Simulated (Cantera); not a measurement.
Input: 1 mol SiCl4, 0.053 mol O2, held at 0.110 bar.

Cantera equilibrium calculation (NASA polynomials, part measured and part estimated; ideal gas, pure solids and liquids). Candidate condensed phases: Si, SiO2; 15 gas species. The tables' values for SiCl3 are old estimates; treat these amounts as uncertain. The tables hold silica as quartz up to 1696 K and as liquid above; real silica turns to tridymite and cristobalite and melts near 1996 K. Kinetics and transport are ignored. All values below are at 1500 K.

Base state: SiCl4 0.877, Cl2 0.0744, Cl 0.0480, SiCl3 0.000298 (mole fractions); condensed: SiO2(β-quartz).

What changes in the equilibrium state with this change: O2 from 0.053 to 1 mol?


```
species                before     after
-------------------  --------  --------
Cl2                    0.0744     0.837
Cl                     0.0480     0.161
SiCl4                   0.877  0.000715
O2                    4.49e-9  0.000698
SiCl3                0.000298   7.24e-8
ClO                   2.62e-8   3.47e-5
SiO2(β-quartz), mol    0.0530     0.998
```

What changes in the equilibrium state with this change: O2 from 0.053 to 0.36 mol?


| species | before | after |
|---|---|---|
| SiCl4 | 0.877 | 0.443 |
| Cl2 | 0.0744 | 0.440 |
| Cl | 0.0480 | 0.117 |
| SiCl3 | 0.000298 | 6.18e-5 |
| SiO2(β-quartz), mol | 0.0530 | 0.360 |
